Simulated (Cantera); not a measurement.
Input: 1 mol Si, 8 mol HBr, a varied amount of H2, held at 1650 K and 750 Torr.

Equilibrium computed with Cantera from the NASA thermochemical tables; the gas is ideal and each condensed phase is pure. Candidate condensed phases: Br2, Si; 19 gas species. The tables' values for SiBr3, SiBr are old estimates; treat these amounts as uncertain. The numbers say what is thermodynamically allowed, not how fast it happens.

x: gas mole fraction; nothing condenses.

```json
[
 {"n(H2) (mol)": "3.7", "x H2": "0.440", "x HBr": "0.469", "x SiBr2": "0.0548", "x SiBr4": "0.0209"},
 {"n(H2) (mol)": "11", "x H2": "0.643", "x HBr": "0.301", "x SiBr2": "0.0431", "x SiBr4": "0.00464"},
 {"n(H2) (mol)": "18", "x H2": "0.736", "x HBr": "0.224", "x SiBr2": "0.0338", "x SiBr4": "0.00175"},
 {"n(H2) (mol)": "26", "x H2": "0.797", "x HBr": "0.172", "x SiBr2": "0.0269", "x SiBr4": "0.000765"},
 {"n(H2) (mol)": "33", "x H2": "0.831", "x HBr": "0.144", "x SiBr2": "0.0227", "x SiBr4": "0.000429"},
 {"n(H2) (mol)": "40", "x H2": "0.855", "x HBr": "[?]", "x SiBr2": "[?]", "x SiBr4": "[?]"},
 {"n(H2) (mol)": "47", "x H2": "0.874", "x HBr": "[?]", "x SiBr2": "[?]", "x SiBr4": "[?]"},
 {"n(H2) (mol)": "55", "x H2": "0.889", "x HBr": "0.0940", "x SiBr2": "0.0152", "x SiBr4": "0.000115"},
 {"n(H2) (mol)": "62", "x H2": "0.900", "x HBr": "0.0847", "x SiBr2": "0.0137", "x SiBr4": "8.33e-5"},
 {"n(H2) (mol)": "69", "x H2": "0.909", "x HBr": "0.0771", "x SiBr2": "0.0125", "x SiBr4": "6.23e-5"}
]
```

**Question.** Fill in the missing entries.

**Answer.** 
- 40, x HBr: 0.123
- 40, x SiBr2: 0.0196
- 40, x SiBr4: 0.000265
- 47, x HBr: 0.108
- 47, x SiBr2: 0.0173
- 47, x SiBr4: 0.000174
